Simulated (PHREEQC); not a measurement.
BaCl2 is added in steps, without added water, to 1 kg of water holding 90 mmol/kgw NiCl2 and 0.12 mmol/kgw KCl, at 26 °C. Oxygen alone is held at its pressure in air (log pO2 = -0.68). CO2 from the air is kept out. Only these solids could form: Ni(OH)2.

Base run: PHREEQC, ion-association model, wateq4f.dat. Each further column changes one thing. The table gives pH.

| BaCl2 added (mol) | base | Davies equation for every ion | all activity coefficients set to 1 |
|---|---|---|---|
| 0 | 5.72 | 5.73 | 5.53 |
| 0.015 | 5.73 | 5.74 | 5.55 |
| 0.03 | 5.74 | 5.75 | 5.56 |
| 0.0525 | 5.75 | 5.76 | 5.59 |
| 0.0675 | 5.75 | 5.77 | 5.61 |
| 0.0825 | 5.76 | 5.78 | 5.62 |
| 0.0975 | 5.76 | 5.78 | 5.64 |
| 0.1125 | 5.77 | 5.79 | 5.66 |
| 0.1275 | 5.77 | 5.79 | 5.67 |
| 0.15 | 5.78 | 5.80 | 5.70 |
| 0.165 | 5.78 | 5.80 | 5.71 |
| 0.18 | 5.78 | 5.80 | 5.73 |

The ionic strength passes 0.7 mol/kgw, the rough limit of the ion-association models, in part of: base; Davies equation for every ion.
